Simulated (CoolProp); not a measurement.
Octamethylcyclotetrasiloxane (D4) at several states: fugacity coefficient from the reference equation and from simpler models built on Tc = 313.4 °C, pc = 1347 kPa, ω = 0.598; each cubic takes its own stable root.

The numbers come from the reference Helmholtz-energy equation of state, Thol 2015 in CoolProp.

| T (°C) | p (kPa) | phase | reference |
|---|---|---|---|
| 345.75 | 399 | gas | 0.9167 |
| 65.45 | 851 | liquid | 0.002234 |
| 98.25 | 17 | liquid | 0.4732 |
| 132.35 | 5680 | liquid | 0.008957 |
| 43.85 | 1280 | liquid | 0.0004477 |

Task: How far does each simpler model (van der Waals, Redlich-Kwong, Soave-Redlich-Kwong) lie from the reference over these 5 states: mean and median of the absolute difference, and the worst?

Result: 
- van der Waals: mean 3908.8 %, median 1024.3 %, worst +13196.9 % at 43.85 °C and 1280 kPa
- Redlich-Kwong: mean 597.7 %, median 284.6 %, worst +1643.8 % at 43.85 °C and 1280 kPa
- Soave-Redlich-Kwong: mean 4.9 %, median 5.8 %, worst +10.9 % at 43.85 °C and 1280 kPa

At some of these states van der Waals, Redlich-Kwong gives the other phase, because its saturation line lies elsewhere.
